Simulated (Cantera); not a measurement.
Adiabatic ignition

An adiabatic, constant-volume homogeneous reactor starts with 9.01 % CH4, 2.34 % C2H6, 2.70 % C3H8, 18.0 % O2, 67.9 % N2, equivalence ratio 2.2, at 1500 K and 10.0 bar.

Cantera simulation using GRI-Mech 3.0 (53 species, 325 reactions); the numbers are that mechanism's predictions, not measurements. GRI-Mech 3.0 was tuned for natural gas; its chemistry of propane as a main component is partial and can be far from experiment.

| t (s) | T (K) | P (bar) | x CH4 | x C2H6 | x C3H8 | x C2H | x C2H4 | x H |
|---|---|---|---|---|---|---|---|---|
| 1.00e-6 | 1498 | 9.99 | 0.0900 | 0.0233 | 0.0268 | <1e-12 | 0.000215 | 1.68e-6 |
| 3.53e-6 | 1498 | 10.0 | 0.0896 | 0.0229 | 0.0258 | 1.14e-12 | 0.00177 | 5.23e-6 |
| 1.25e-5 | 1526 | 10.3 | 0.0860 | 0.0195 | 0.0191 | 2.31e-10 | 0.0123 | 1.50e-5 |
| 4.40e-5 | 2789 | 23.4 | 6.64e-6 | 8.96e-12 | <1e-12 | 4.10e-8 | 1.11e-8 | 0.00688 |
| 0.000155 | 2790 | 23.5 | 6.17e-9 | <1e-12 | <1e-12 | <1e-12 | <1e-12 | 0.00700 |
| 0.000548 | 2791 | 23.5 | 5.96e-9 | <1e-12 | <1e-12 | <1e-12 | <1e-12 | 0.00701 |
| 0.00193 | 2791 | 23.5 | 5.95e-9 | <1e-12 | <1e-12 | <1e-12 | <1e-12 | 0.00701 |
| 0.00682 | 2791 | 23.5 | 5.95e-9 | <1e-12 | <1e-12 | <1e-12 | <1e-12 | 0.00701 |
| 0.0241 | 2791 | 23.5 | 5.95e-9 | <1e-12 | <1e-12 | <1e-12 | <1e-12 | 0.00701 |
| 0.0850 | 2791 | 23.5 | 5.95e-9 | <1e-12 | <1e-12 | <1e-12 | <1e-12 | 0.00701 |
| 0.300 | 2791 | 23.5 | 5.95e-9 | <1e-12 | <1e-12 | <1e-12 | <1e-12 | 0.00701 |
x: mole fraction; the columns are a selection and need not sum to one.

```yaml
time_of_steepest_temperature_rise: 22.5 µs
temperature at 0.300 s: 2791 K
equilibrium_temperature: 2791 K
x(CH4) at 0.300 s: 5.95e-9 (gas-phase equilibrium 6.64e-9)
x(C2H6) at 0.300 s: <1e-12 (gas-phase equilibrium <1e-12)
x(C3H8) at 0.300 s: <1e-12 (gas-phase equilibrium <1e-12)
```
